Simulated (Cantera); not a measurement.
A perfectly stirred reactor is fed with 5.87 % CH4, 93.9 % H2, 0.258 % H2O, at 1.01 bar; it is held at 1800 K, and followed from long to short residence time.

Computed with Cantera and GRI-Mech 3.0 (53 species, 325 reactions). GRI-Mech 3.0 stops at C3 and has no aromatics, soot or wall deposition, so with more carbon than oxygen in the feed, carbon stays in small species such as C2H2 where larger ones or solid carbon would form.

x: mole fraction; the columns are a selection and need not sum to one.

| τ (s) | x CH4 | x H2 | x C2H2 | x C2H | x CH3 |
|---|---|---|---|---|---|
| 0.98 | 0.0113 | 0.964 | 0.0213 | 6.76e-8 | 8.25e-5 |
| 0.59 | 0.0128 | 0.963 | 0.0208 | 6.57e-8 | 9.32e-5 |
| 0.36 | 0.0148 | 0.962 | 0.0200 | 6.30e-8 | 0.000107 |
| 0.21 | 0.0176 | 0.960 | 0.0187 | 5.89e-8 | 0.000127 |
| 0.13 | 0.0208 | 0.959 | 0.0173 | 5.42e-8 | 0.000150 |
| 0.077 | 0.0249 | 0.956 | 0.0154 | [?] | 0.000179 |
| 0.046 | 0.0296 | 0.954 | 0.0133 | [?] | 0.000211 |
| 0.028 | 0.0344 | 0.951 | 0.0110 | [?] | 0.000244 |
| 0.017 | 0.0393 | 0.949 | 0.00870 | [?] | 0.000277 |
| 0.010 | 0.0442 | 0.946 | 0.00640 | [?] | 0.000310 |
| 0.0061 | 0.0482 | 0.944 | 0.00454 | [?] | 0.000336 |

Q: Complete the blanks.

A: 
- 0.077, x C2H: 4.81e-8
- 0.046, x C2H: 4.11e-8
- 0.028, x C2H: 3.39e-8
- 0.017, x C2H: 2.67e-8
- 0.010, x C2H: 1.95e-8
- 0.0061, x C2H: 1.38e-8
